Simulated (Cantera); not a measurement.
Moist CO burnout

A perfectly stirred reactor is fed with CO : O2 : H2O : N2 = 0.016 : 0.04 : 0.0055 : 1 (molar parts), equivalence ratio 0.20, at 7.11 atm; it is held at 1275 K, and followed from long to short residence time.

Model: GRI-Mech 3.0 (53 species, 325 reactions), integrated in Cantera.

```csv
τ (s),x CO,x O2,x H2O,x NO2,x H
0.38,0.000439,0.0306,0.00522,2.21e-7,4.10e-8
0.18,0.000776,0.0307,0.00521,2.02e-7,8.14e-8
0.081,0.00139,0.0310,0.00521,1.49e-7,1.66e-7
0.038,0.00234,0.0315,0.00520,9.43e-8,3.14e-7
0.018,0.00376,0.0322,0.00520,5.19e-8,5.59e-7
0.0082,0.00584,0.0332,0.00518,2.40e-8,9.44e-7
0.0038,0.00831,0.0344,0.00517,9.84e-9,1.41e-6
0.0018,0.0107,0.0355,0.00516,3.62e-9,1.81e-6
0.00083,0.0127,0.0365,0.00516,1.12e-9,2.03e-6
```
x: mole fraction; the columns are a selection and need not sum to one.
